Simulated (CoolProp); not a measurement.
The fluoroketone C6F12O (FK-5-1-12) along the isotherm 500 K: fugacity coefficient from the reference equation and from simpler models built on Tc = 441.8 K, pc = 1869 kPa, ω = 0.471; each cubic takes its own stable root.

Model: reference Helmholtz-energy equation of state, McLinden 2015, in CoolProp.

```json
[
 {"p (kPa)": "29.6", "phase": "gas", "reference": "0.9965"},
 {"p (kPa)": "60.7", "phase": "gas", "reference": "0.9929"},
 {"p (kPa)": "125", "phase": "gas", "reference": "0.9853"},
 {"p (kPa)": "256", "phase": "gas", "reference": "0.9702"},
 {"p (kPa)": "526", "phase": "gas", "reference": "0.9395"},
 {"p (kPa)": "1080", "phase": "gas", "reference": "0.8786"},
 {"p (kPa)": "2220", "phase": "supercritical", "reference": "0.7606"},
 {"p (kPa)": "4550", "phase": "supercritical", "reference": "0.5637"},
 {"p (kPa)": "9350", "phase": "supercritical", "reference": "0.4141"}
]
```

Problem. How far does each simpler model (van der Waals, Soave-Redlich-Kwong, Peng-Robinson) lie from the reference over these 9 states: mean and median of the absolute difference, and the worst?

Solution. 
- van der Waals: mean 1.1 %, median 0.1 %, worst -6.5 % at 500 K and 4550 kPa
- Soave-Redlich-Kwong: mean 1.9 %, median 0.3 %, worst +10.1 % at 500 K and 9350 kPa
- Peng-Robinson: mean 0.7 %, median 0.3 %, worst -2.2 % at 500 K and 2220 kPa
